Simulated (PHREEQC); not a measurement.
PHREEQC input (ion-association model, wateq4f.dat):

```
SOLUTION_MASTER_SPECIES
  An  An-  0  An  62.0  # stands for a non-complexing anion
SOLUTION_SPECIES
  An- = An-
    -log_k 0
    -gamma 3.0 0
PHASES
  Fix_H+
    H+ = H+
    -log_k 0
SOLUTION 1
  temp 25
  units mmol/kgw
  pH 7 charge
  Cl 0.074
  Mn(2) 0.037
  Na 300
  An 300
END
SELECTED_OUTPUT 1
  -reset false
  -pH true
  -pe true
  -ionic_strength true
  -water true
  -totals Cl Mn Na Mn(2) Mn(3) Mn(6) Mn(7)
  -molalities Hfo_wOH Hfo_wOH2+ Hfo_wO- Hfo_sOH Hfo_sOH2+ Hfo_sO- Hfo_sOMn+ Hfo_wOMn+
  -saturation_indices Pyrochroite Halite
USER_PUNCH 1
  -headings sigma psi
  10 PUNCH EDL("sigma", "Hfo"), EDL("psi", "Hfo")
PRINT
  -reset false
USE solution 1
SURFACE 1
  Hfo_wOH 0.00130337 600 0.58
  Hfo_sOH 3.25843e-05
EQUILIBRIUM_PHASES 1
  Fix_H+ -3 HAn 10
    -force_equality true
END
# ... the last block is repeated for the other 16 points of pH, with NaOH or the acid as the point needs
```

Selected output (columns that matter, 14 of 17 rows; pH added in front):

```
pH	mu	Mn	Na	m_Hfo_wOH	m_Hfo_wOH2+	m_Hfo_wO-	m_Hfo_sOH	m_Hfo_sOH2+	m_Hfo_sO-	m_Hfo_sOMn+	si_Pyrochroite	si_Halite	sigma	psi
3	0.30205	3.7e-05	0.3	8.7803e-06	0.0012946	1.3642e-09	2.1951e-07	3.2365e-05	3.4106e-11	7.0798e-12	-14.179	-6.543	0.36794	0.12549
3.38	0.3013	3.7e-05	0.3	2.0549e-05	0.0012828	7.5406e-09	5.1372e-07	3.207e-05	1.8852e-10	4.0399e-11	-13.419	-6.5428	0.36459	0.12509
3.75	0.30098	3.7e-05	0.3	4.5486e-05	0.0012578	3.7681e-08	1.1371e-06	3.1446e-05	9.4202e-10	2.1776e-10	-12.678	-6.5428	0.35748	0.12412
4.5	0.30073	3.6994e-05	0.3	0.00018173	0.001121	6.7492e-07	4.5424e-06	2.8019e-05	1.687e-08	6.1361e-09	-11.178	-6.5427	0.3184	0.1183
4.88	0.30064	3.6968e-05	0.3	0.00030592	0.0009953	2.1541e-06	7.6407e-06	2.4859e-05	5.3801e-08	3.1308e-08	-10.419	-6.5427	0.28227	0.11226
5.25	0.30055	3.6849e-05	0.3	0.00044772	0.00085024	5.401e-06	1.1143e-05	2.1161e-05	1.3442e-07	1.46e-07	-9.6801	-6.5427	0.24013	0.1042
5.62	0.30047	3.6336e-05	0.3	0.00058984	0.00070215	1.1351e-05	1.4455e-05	1.7208e-05	2.7818e-07	6.4339e-07	-8.9462	-6.5426	0.19642	0.094313
6.38	0.3003	2.8573e-05	0.3	0.00082601	0.00044162	3.5393e-05	1.553e-05	8.3032e-06	6.6545e-07	8.0853e-06	-7.5305	-6.5426	0.11709	0.069919
6.75	0.30022	1.9833e-05	0.3	0.00090353	0.00034454	5.428e-05	1.1402e-05	4.3478e-06	6.8496e-07	1.615e-05	-6.949	-6.5426	0.08626	0.056713
7.12	0.30014	1.1442e-05	0.3	0.00095533	0.00026732	7.8212e-05	6.9967e-06	1.9578e-06	5.7281e-07	2.3057e-05	-6.4479	-6.5425	0.059908	0.042777
7.5	0.30008	5.0936e-06	0.3	0.00098446	0.0002064	0.00010757	4.2634e-06	8.9385e-07	4.6585e-07	2.6961e-05	-6.0394	-6.5425	0.036369	0.027714
8.25	0.30008	4.1773e-07	0.30009	0.00099091	0.00012568	0.00017899	2.9058e-06	3.6854e-07	5.2487e-07	2.8785e-05	-5.6262	-6.5424	-0.0046816	-0.0037396
8.62	0.30012	1.0131e-07	0.30017	0.00097441	9.7233e-05	0.0002237	2.7872e-06	2.7813e-07	6.3988e-07	2.8879e-05	-5.5026	-6.5423	-0.024937	-0.019467
9	0.30017	2.3931e-08	0.30026	0.00094217	7.2456e-05	0.00028066	2.6788e-06	2.0601e-07	7.9797e-07	2.8901e-05	-5.3719	-6.5422	-0.047643	-0.035254
```

The oxide is taken as insoluble; below pH 4 it would dissolve.
